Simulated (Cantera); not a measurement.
What does this Cantera script print?

```python
import numpy as np
import cantera as ct

gas = ct.Solution("gri30.yaml")
gas.TPX = 625, 210000, {'CO': 1, 'H2': 0.12, 'CH4': 0.068, 'O2': 0.696, 'N2': 2.62}
inlet = ct.Reservoir(gas, clone=True)
gas.equilibrate("HP")  # start burning
reactor = ct.IdealGasConstPressureReactor(gas, energy="on", clone=False)
exhaust = ct.Reservoir(gas, clone=True)
tau = [0.22, 0.097, 0.042, 0.018, 0.0081, 0.0035, 0.0015, 0.00067, 0.00029, 0.00013, 5.6e-05, 2.4e-05, 1.1e-05][0]
for a, b in ((inlet, reactor), (reactor, exhaust)):
    ct.MassFlowController(a, b, mdot=lambda t: reactor.mass / tau)
net = ct.ReactorNet([reactor])
show = ['CO', 'H2', 'CH4', 'C2H6', 'H2O2']

rows = []
print(f"{'tau/s':>10s}{'T/K':>9s}" + "".join(f"{s:>11s}" for s in show))
for tau in [0.22, 0.097, 0.042, 0.018, 0.0081, 0.0035, 0.0015, 0.00067, 0.00029, 0.00013, 5.6e-05, 2.4e-05, 1.1e-05]:
    net.initial_time = 0.0
    net.advance(30 * tau)
    before = gas.X
    net.advance(40 * tau)
    drift = np.max(np.abs(gas.X - before) / (gas.X + 1e-9))
    rows.append([gas.T, *gas[show].X, drift])
    print(f"{tau:10.3e}{gas.T:9.1f}" + "".join(f"{x:11.3e}" for x in gas[show].X))
```

It prints:

```
     tau/s      T/K         CO         H2        CH4       C2H6       H2O2
 2.200e-01   2506.1  4.407e-02  1.885e-03  6.087e-08  2.170e-16  8.150e-08
 9.700e-02   2503.7  4.441e-02  1.902e-03  1.362e-07  1.084e-15  8.166e-08
 4.200e-02   2498.1  4.519e-02  1.941e-03  3.057e-07  5.428e-15  8.197e-08
 1.800e-02   2485.2  4.695e-02  2.030e-03  6.716e-07  2.596e-14  8.253e-08
 8.100e-03   2458.8  5.033e-02  2.210e-03  1.345e-06  1.028e-13  8.392e-08
 3.500e-03   2405.4  5.672e-02  2.572e-03  2.618e-06  3.819e-13  8.998e-08
 1.500e-03   2319.7  6.615e-02  3.163e-03  4.913e-06  1.292e-12  1.102e-07
 6.700e-04   2214.6  7.655e-02  3.887e-03  9.020e-06  4.059e-12  1.523e-07
 2.900e-04   2087.9  8.771e-02  4.717e-03  1.782e-05  1.436e-11  2.338e-07
 1.300e-04   1950.7  9.887e-02  5.464e-03  3.723e-05  5.699e-11  3.850e-07
 5.600e-05   1782.3  1.144e-01  6.014e-03  9.653e-05  3.621e-10  7.465e-07
 2.400e-05   1493.9  1.590e-01  7.114e-03  6.129e-04  2.033e-08  2.467e-06
 1.100e-05    625.0  2.220e-01  2.664e-02  1.510e-02  1.178e-21  2.781e-21
```

Detailed kinetics in Cantera: GRI-Mech 3.0 (53 species, 325 reactions).
